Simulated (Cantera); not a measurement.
Input: 1 mol SiC, 0.001 mol H₂O, 77 mol H₂, at 1923 K.

Equilibrium computed with Cantera from the NASA thermochemical tables; the gas is ideal and each condensed phase is pure. Candidate condensed phases: C, C₆H₆, C₇H₈, C₈H₁₈, H₂O, Si, SiC, SiO₂; 123 gas species. Mutual solubility and eutectic melting of coexisting phases are not modelled. Gases not in the tables: Si₂H₆ and higher silanes. Equilibrium is a limit: real reactors are often held back by kinetics, nucleation or transport.

x: gas mole fraction; n: condensed amount in mol.

| P (Pa) | x H₂ | x H | x Si | x C₂H₂ (acetylene) | n C(graphite) | n SiC(s) | n Si(l) |
|---|---|---|---|---|---|---|---|
| 0.100 | 0.397 | 0.594 | 0.00876 | 0.000179 | 0.901 | 0 | 0 |
| 1.50 | ___ | ___ | ___ | ___ | 0.878 | 0 | 0 |
| 22 | 0.935 | 0.0614 | 0.00314 | 0.000422 | 0.183 | 0.729 | 0 |
| 320 | 0.983 | ___ | ___ | ___ | 0 | 0.970 | 0 |
| 4600 | 0.995 | 0.00438 | 5.73e-5 | 3.09e-5 | 0 | 0.994 | 0 |
| 68000 | 0.999 | 0.00114 | 1.04e-5 | 4.34e-6 | 0 | 0.996 | 0 |
| 1000000 | 0.999 | 0.000298 | 1.70e-6 | 7.50e-7 | 0 | 0.983 | 0.00956 |

Q: Complete the blanks.

A: 
- 320, x H: 0.0165
- 320, x Si: 0.000343
- 320, x C₂H₂ (acetylene): 0.000176
- 1.50, x H₂: 0.774
- 1.50, x H: 0.214
- 1.50, x Si: 0.0110
- 1.50, x C₂H₂ (acetylene): 0.000349
